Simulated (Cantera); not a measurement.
## Stirred combustor or abatement burner

A perfectly stirred reactor is fed with 14.7 % H2, 17.9 % O2, 67.4 % N2, equivalence ratio 0.41, at 32000 Pa; it is adiabatic with a 600 K inlet, and is followed from long to short residence time, starting on the burning branch (τ in s: 0.19, 0.087, 0.039, 0.017, 0.0078, 0.0035, 0.0016, 0.0007, 0.00031, 0.00014, 6.2e-05, 2.8e-05, 1.2e-05).

Computed with Cantera and the H2/O2 subset of GRI-Mech 3.0, which has no nitrogen chemistry.

```
τ (s)    T (K)      x H2   x O2     x OH       x H       x O   x H2O2    x HO2
-------  -----  --------  -----  -------  --------  --------  -------  -------
0.19      1694  0.000298  0.113  0.00204   6.91e-5  0.000423  8.62e-8  1.72e-6
0.087     1687  0.000498  0.113  0.00261  0.000151  0.000710  1.19e-7  2.64e-6
0.039     1677  0.000840  0.113  0.00333  0.000335   0.00120  1.67e-7  4.05e-6
0.017     1660   0.00142  0.113  0.00419  0.000752   0.00202  2.37e-7  6.14e-6
0.0078    1634   0.00227  0.112  0.00506   0.00156   0.00322  3.36e-7  8.70e-6
0.0035    1595   0.00358  0.112  0.00585   0.00317   0.00497  5.00e-7  1.19e-5
0.0016    1538   0.00539  0.112  0.00633   0.00597   0.00714  7.78e-7  1.54e-5
0.00070   1456   0.00815  0.112  0.00630    0.0107   0.00952  1.31e-6  1.97e-5
0.00031   1351    0.0130  0.115  0.00564    0.0171    0.0109  2.17e-6  2.50e-5
0.00014   1214    0.0266  0.123  0.00433    0.0226   0.00912  3.14e-6  3.34e-5
6.2e-5     600     0.147  0.179   <1e-12    <1e-12    <1e-12   <1e-12   <1e-12
2.8e-5     600     0.147  0.179   <1e-12    <1e-12    <1e-12   <1e-12   <1e-12
1.2e-5     600     0.147  0.179   <1e-12    <1e-12    <1e-12   <1e-12   <1e-12
```
x: mole fraction; the columns are a selection and need not sum to one.
